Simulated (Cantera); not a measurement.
Feed: 1 mol Si, 1.1 mol Cl₂, 15 mol H₂, held at 0.100 bar.

These are equilibrium values from Cantera (NASA tables, ideal gas, pure condensed phases), not measurements of a reactor. Candidate condensed phases: Si; 19 gas species. Gases not in the tables: Si₂H₆ and higher silanes. Rates play no part.

Task: Which condensed phases are stable at each of these points (T (°C)): 250, 350, 450, 550, 650, 750, 850, 950, 1050, 1150, 1250, 1350, 1450?

Result: 
| T (°C) | condensed phases | Si condensed (%) |
|---|---|---|
| 250 | Si(s) | 39.3 |
| 350 | Si(s) | 39.5 |
| 450 | Si(s) | 39.9 |
| 550 | Si(s) | 40.8 |
| 650 | Si(s) | 42.8 |
| 750 | Si(s) | 46.6 |
| 850 | Si(s) | 51.9 |
| 950 | Si(s) | 56.6 |
| 1050 | Si(s) | 58.6 |
| 1150 | Si(s) | 58.4 |
| 1250 | Si(s) | 57.4 |
| 1350 | Si(s) | 56.4 |
| 1450 | Si(l) | 56.6 |

From 250 °C to 1350 °C the condensed part is Si(s). At 1450 °C the condensed part is Si(l).
